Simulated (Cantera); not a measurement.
A perfectly stirred reactor is fed with CH4 : O2 : N2 : H2O = 1 : 1.54 : 5.78 : 2.5 (molar parts), equivalence ratio 1.3, at 17.0 bar; it is adiabatic with a 525 K inlet, and is followed from long to short residence time, starting on the burning branch (τ in s: 0.075, 0.035, 0.016, 0.0076, 0.0036, 0.0017, 0.00078, 0.00036, 0.00017, 7.9e-05, 3.7e-05, 1.7e-05).

Cantera simulation using GRI-Mech 3.0 (53 species, 325 reactions); the numbers are that mechanism's predictions, not measurements. The pressure lies above the range GRI-Mech 3.0 was tuned for (to about 10 atm).

What does this change do: pressure from 17.0 bar to 5.00 bar?


| quantity | before | after |
|---|---|---|
| blow-out, bracketed by the residence times tried | burning at 0.780 ms, out at 0.360 ms | burning at 1.70 ms, out at 0.780 ms |
| x(CH4) at τ = 75.0 ms | 0.00231 | 0.00235 |
| x(O2) at τ = 75.0 ms | 0.000184 | 0.000422 |
| x(H2O) at τ = 75.0 ms | 0.353 | 0.354 |
| x(H2O2) at τ = 75.0 ms | 1.54e-8 | 1.43e-8 |
| x(CH2) at τ = 75.0 ms | 2.72e-8 | 1.20e-7 |
| x(CH4) at τ = 0.780 ms | 0.00850 | 0.0924 |
| x(O2) at τ = 0.780 ms | 0.00939 | 0.142 |
| x(H2O) at τ = 0.780 ms | 0.361 | 0.231 |
| x(H2O2) at τ = 0.780 ms | 1.54e-6 | <1e-12 |
| x(CH2) at τ = 0.780 ms | 6.71e-7 | <1e-12 |
